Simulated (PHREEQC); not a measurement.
0.38 g of hydrous ferric oxide (600 m²/g; 0.2 weak and 0.005 strong sites per Fe, Dzombak-Morel constants, diffuse double layer) in 1 kg of water with 0.001 mol/kgw of an inert sodium salt, at 25 °C; the pH is set by adding NaOH or the inert anion's acid. Oxygen alone is held at its pressure in air (log pO2 = -0.68). No CO2 enters from the air. Nothing may precipitate in this run.

All values are PHREEQC results (ion-association model, wateq4f.dat), not measurements.

| pH | surface charge σ (C/m²) | surface potential ψ (mV) |
|---|---|---|
| 4 | 0.121 | 209 |
| 4.5 | 0.080 | 190 |
| 5 | 0.051 | 169 |
| 5.5 | 0.032 | 145 |
| 6 | 0.019 | 119 |
| 6.5 | 0.011 | 92 |
| 7 | 0.006 | 64 |
| 7.5 | 0.003 | 35 |
| 8 | 0.000 | 6 |
| 8.5 | -0.002 | -23 |
| 9 | -0.004 | -51 |
| 9.5 | -0.009 | -80 |
| 10 | -0.016 | -107 |

Complexes and solids missing from the database can't appear.
